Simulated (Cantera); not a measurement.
A closed system holds: 1 mol Cu2O, 13 mol H2, held at 1825 K and 0.000670 bar.

Equilibrium computed with Cantera from the NASA thermochemical tables; the gas is ideal and each condensed phase is pure. Candidate condensed phases: Cu, CuO, Cu(OH)2, Cu2O, H2O; 12 gas species. Equilibrium is a limit: real reactors are often held back by kinetics, nucleation or transport.

Base state: H2 0.786, Cu 0.132, H2O 0.0661, H 0.0151, OH 8.86e-5, Cu2 3.47e-5 (mole fractions); condensed: gas only.

Problem. What changes in the equilibrium state with this change: Cu2O replaced by Fe3O4?

Solution. 
```json
[
 {"species": "H2", "before": "0.786", "after": "0.638"},
 {"species": "H2O", "before": "0.0661", "after": "0.285"},
 {"species": "Fe", "before": "0", "after": "0.0624"},
 {"species": "Cu", "before": "0.132", "after": "0"},
 {"species": "H", "before": "0.0151", "after": "0.0136"},
 {"species": "FeO", "before": "0", "after": "0.000351"},
 {"species": "Fe(OH)2", "before": "0", "after": "4.65e-5"},
 {"species": "Cu2", "before": "3.47e-5", "after": "0"},
 {"species": "OH", "before": "8.86e-5", "after": "0.000425"},
 {"species": "Fe(l), mol", "before": "0", "after": "2.12"}
]
```
Further candidate phases: Fe, FeO, Fe(OH)2, Fe(OH)3, Fe2O3, Fe3O4.

Problem. What changes in the equilibrium state with this change: pressure from 0.000670 bar to 4.30 bar?

Solution. 
```json
[
 {"species": "H2", "before": "0.786", "after": "0.923"},
 {"species": "H2O", "before": "0.0661", "after": "0.0769"},
 {"species": "H", "before": "0.0151", "after": "0.000204"},
 {"species": "Cu", "before": "0.132", "after": "0.000167"},
 {"species": "Cu2", "before": "3.47e-5", "after": "3.57e-7"},
 {"species": "OH", "before": "8.86e-5", "after": "1.19e-6"},
 {"species": "Cu(l), mol", "before": "0", "after": "2.00"}
]
```
